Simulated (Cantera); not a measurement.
Equilibrium for fluorocarbon and chlorocarbon gases: CH₂F₂ + CH₄ + H₂

Feed: 1 mol CH₂F₂, 0.019 mol CH₄, 1.2 mol H₂, held at 100000 Pa.

Method: chemical equilibrium by Gibbs-energy minimisation in Cantera with the NASA 1993 tables (ideal gas, pure condensed phases). Candidate condensed phases: C, C₆H₆, C₇H₈, C₈H₁₈; 110 gas species. Ions and electrons are included (thermal ionisation). Rates play no part.

From 2500 K to 3500 K the condensed part is C(graphite). From 3750 K to 5000 K nothing is condensed. The main C-bearing gas is C₂H₂ (acetylene) at 2500 K and C at 5000 K.

| T (K) | log p HF | log p H | log p H₂ | log p F | log p C | log p C₃ | log p C₂H₂ (acetylene) | log p C₂H | log p C₂ | log p CF | n C(graphite) |
|---|---|---|---|---|---|---|---|---|---|---|---|
| 2500 | -0.21 | -1.82 | -0.43 | -4.27 | -6.78 | -6.30 | -2.40 | -4.93 | -7.34 | -5.76 | 0.993 |
| 2750 | -0.22 | -1.40 | -0.46 | -3.57 | -5.42 | -4.77 | -2.01 | -3.88 | -5.79 | -4.76 | 0.952 |
| 3000 | -0.23 | -1.06 | -0.52 | -2.98 | -4.30 | -3.51 | -1.73 | -3.03 | -4.50 | -3.92 | 0.873 |
| 3250 | -0.25 | -0.80 | -0.62 | -2.46 | -3.34 | -2.44 | -1.54 | -2.34 | -3.41 | -3.19 | 0.708 |
| 3500 | -0.30 | -0.63 | -0.80 | -2.00 | -2.53 | -1.53 | -1.47 | -1.80 | -2.49 | -2.56 | 0.134 |
| 3750 | -0.36 | -0.48 | -0.96 | -1.62 | -2.03 | -1.38 | -1.83 | -1.75 | -2.10 | -2.24 | 0 |
| 4000 | -0.45 | -0.38 | -1.16 | -1.28 | -1.66 | -1.43 | -2.33 | -1.86 | -1.89 | -2.01 | 0 |
| 4250 | -0.58 | -0.31 | -1.39 | -1.01 | -1.36 | -1.58 | -2.90 | -2.06 | -1.77 | -1.88 | 0 |
| 4500 | -0.76 | -0.28 | -1.63 | -0.82 | -1.15 | -1.86 | -3.53 | -2.34 | -1.76 | -1.86 | 0 |
| 4750 | -0.99 | -0.25 | -1.87 | -0.71 | -1.01 | -2.26 | -4.22 | -2.72 | -1.86 | -1.95 | 0 |
| 5000 | -1.25 | -0.24 | -2.10 | -0.65 | -0.94 | -2.78 | -4.96 | -3.16 | -2.05 | -2.13 | 0 |
log p: log10 of the partial pressure in bar; n: condensed amount in mol.
